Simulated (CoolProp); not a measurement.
CHF3 (R23) at several states: fugacity coefficient from the reference equation and from simpler models built on Tc = 26.1 °C, pc = 4.832 MPa, ω = 0.263; each cubic takes its own stable root.

Values from CoolProp's reference Helmholtz-energy equation of state, Penoncello 2003.

```
T (°C)   p (MPa)          phase  reference  van der Waals  Soave-Redlich-Kwong  Peng-Robinson
-------  -------  -------------  ---------  -------------  -------------------  -------------
79.35       6.31  supercritical          ?         0.7478               0.7732              ?
-17.35    0.0585            gas     0.9925         0.9948               0.9932         0.9926
-149.55     2.09         liquid          ?        0.01782             7.013e-5              ?
40.05     0.0465            gas     0.9970         0.9974               0.9972         0.9968
87.05       1.67            gas     0.9362         0.9358                    ?         0.9311
```

Some entries are withheld; supply them.


- 79.35, reference: 0.7552
- 79.35, Peng-Robinson: 0.7450
- -149.55, reference: 7.711e-5
- -149.55, Peng-Robinson: 8.217e-5
- 87.05, Soave-Redlich-Kwong: 0.9410
